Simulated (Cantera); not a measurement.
Cantera run, input and output.

```python
import numpy as np
import cantera as ct

gas = ct.Solution("h2o2.yaml")
gas.TPX = 1275, 12000, {'H2': 1.5, 'O2': 1, 'N2': 11}
reactor = ct.IdealGasConstPressureReactor(gas, energy="off", clone=False)
net = ct.ReactorNet([reactor])
net.rtol, net.atol = 1e-08, 1e-18
show = ['H2', 'O2', 'H2O', 'H', 'H2O2', 'O']
times = np.geomspace(5e-05, 300, 10)

steps = ct.SolutionArray(gas, extra=["t"])
rows = []
print(f"{'t/s':>10s}{'T/K':>9s}{'P/Pa':>11s}" + "".join(f"{s:>11s}" for s in show))
for t in times:
    while net.time < t:
        t_next = net.step()
        steps.append(gas.state, t=t_next)
    rows.append([np.interp(t, steps.t, y) for y in (steps.T, steps.P, *steps(*show).X.T)])
    print(f"{t:10.3e}{rows[-1][0]:9.1f}{rows[-1][1]:11.4g}" + "".join(f"{x:11.3e}" for x in rows[-1][2:]))
rate = np.gradient(steps.T, steps.t)
print("integrator steps:", len(steps.t))
if steps.T.max() > steps.T[0] + 200:
    print(f"time of steepest temperature rise: {steps.t[rate.argmax()]:.4e} s")
gas.TPX = 1275, 12000, {'H2': 1.5, 'O2': 1, 'N2': 11}
gas.equilibrate("TP")
print(f"equilibrium (TP): T = {gas.T:.1f} K  " + "  ".join(f"{s} {gas[s].X[0]:.3e}" for s in show))
```

Result:

```
       t/s      T/K       P/Pa         H2         O2        H2O          H       H2O2          O
 5.000e-05   1275.0    1.2e+04  1.111e-01  7.407e-02  1.378e-08  2.300e-08  4.730e-11  3.588e-09
 2.832e-04   1275.0    1.2e+04  1.111e-01  7.405e-02  3.988e-05  3.380e-05  3.082e-09  5.722e-06
 1.604e-03   1275.0    1.2e+04  1.205e-02  2.869e-02  8.285e-02  3.407e-02  3.023e-07  8.042e-03
 9.086e-03   1275.0    1.2e+04  3.594e-03  2.119e-02  1.109e-01  3.580e-03  3.700e-07  1.337e-03
 5.146e-02   1275.0    1.2e+04  1.492e-04  1.960e-02  1.173e-01  2.661e-05  9.274e-08  4.759e-05
 2.915e-01   1275.0    1.2e+04  5.973e-06  1.960e-02  1.176e-01  2.222e-07  8.286e-09  1.971e-06
 1.651e+00   1275.0    1.2e+04  6.154e-07  1.960e-02  1.176e-01  7.615e-09  1.082e-09  2.094e-07
 9.351e+00   1275.0    1.2e+04  1.523e-07  1.961e-02  1.176e-01  9.455e-10  2.894e-10  5.155e-08
 5.297e+01   1275.0    1.2e+04  1.348e-07  1.961e-02  1.176e-01  7.865e-10  2.575e-10  4.543e-08
 3.000e+02   1275.0    1.2e+04  1.348e-07  1.961e-02  1.176e-01  7.865e-10  2.575e-10  4.543e-08
integrator steps: 2175
equilibrium (TP): T = 1275.0 K  H2 1.348e-07  O2 1.961e-02  H2O 1.176e-01  H 7.865e-10  H2O2 2.575e-10  O 4.543e-08
```

Cantera simulation using the H2/O2 subset of GRI-Mech 3.0, which has no nitrogen chemistry; the numbers are that mechanism's predictions, not measurements. The temperature is held fixed by assumption; the heat of reaction is taken as removed at once.
